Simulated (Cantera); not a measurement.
An isothermal, constant-pressure homogeneous reactor starts with 58.5 % CH4, 41.5 % CO2, at 1450 K and 15.0 bar.

Model: GRI-Mech 3.0 (53 species, 325 reactions), integrated in Cantera. The pressure lies above the range GRI-Mech 3.0 was tuned for (to about 10 atm).

Problem. Predict: x(CH4) at 4.00 s; x(CO2) at 4.00 s; x(CH3) at 4.00 s; x(C2H4) at 4.00 s.

Solution. 
```
Quantity                                            Result
-----------------  ---------------------------------------
x(CH4) at 4.00 s      0.245 (gas-phase equilibrium 0.0923)
x(CO2) at 4.00 s    0.113 (gas-phase equilibrium 0.000347)
x(CH3) at 4.00 s   3.13e-5 (gas-phase equilibrium 6.79e-6)
x(C2H4) at 4.00 s  0.0381 (gas-phase equilibrium 0.000598)
```
